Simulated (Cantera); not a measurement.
Input: 1 mol Al, 1.2 mol HCl, 9 mol N2, equilibrated at 0.133 bar.

Cantera equilibrium calculation (NASA polynomials, part measured and part estimated; ideal gas, pure solids and liquids). Candidate condensed phases: Al, AlCl3, AlN, NH4Cl; 20 gas species. The numbers say what is thermodynamically allowed, not how fast it happens.

Question: Which condensed phases are stable at each of these points (T (°C)): 152, 227, 302, 377, 452, 527, 602, 677, 752, 827, 902, 977?

Answer: 
| T (°C) | condensed phases | Al condensed (%) |
|---|---|---|
| 152 | AlN(s) + NH4Cl(s) | 67.3 |
| 227 | AlN(s) | 65.4 |
| 302 | AlN(s) | 68.3 |
| 377 | AlN(s) | 70.5 |
| 452 | AlN(s) | 71.2 |
| 527 | AlN(s) | 70.9 |
| 602 | AlN(s) | 70.5 |
| 677 | AlN(s) | 70.1 |
| 752 | AlN(s) | 69.7 |
| 827 | AlN(s) | 69.4 |
| 902 | AlN(s) | 69.2 |
| 977 | AlN(s) | 69.0 |

At 152 °C the condensed part is AlN(s) + NH4Cl(s). From 227 °C to 977 °C the condensed part is AlN(s).
